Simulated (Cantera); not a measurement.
# Diamond growth

A diamond (100) surface in a fixed gas of H2 with x(CH4) = 0.0045, x(H) = 0.03, x(CH3) = 0.0014, 25.5 Torr; coverages are run to steady state.

Computed with Cantera and the Harris–Goodwin 1993 mechanism for the reconstructed diamond (100) surface.

```
T (K)  growth (µm/h)  θ c6HH  θ c6H*  θ c6*H   θ c6**    θ c6HM
-----  -------------  ------  ------  ------  -------  --------
900             14.2   0.660  0.0102   0.279  0.00417    0.0375
975             21.5   0.598  0.0158   0.343  0.00781    0.0271
1050            29.5   0.537  0.0225   0.399   0.0132    0.0196
1125            35.3   0.482  0.0301   0.447   0.0207    0.0133
1200            32.5   0.433  0.0382   0.486   0.0303   0.00726
1275            22.7   0.389  0.0466   0.517   0.0421   0.00279
1350            16.4   0.350  0.0547   0.538   0.0557  0.000847
```
θ: site fractions in the mechanism's names (c6HH fully hydrogenated, c6H* and c6*H radical sites, c6** diradical, c6HM methylated).
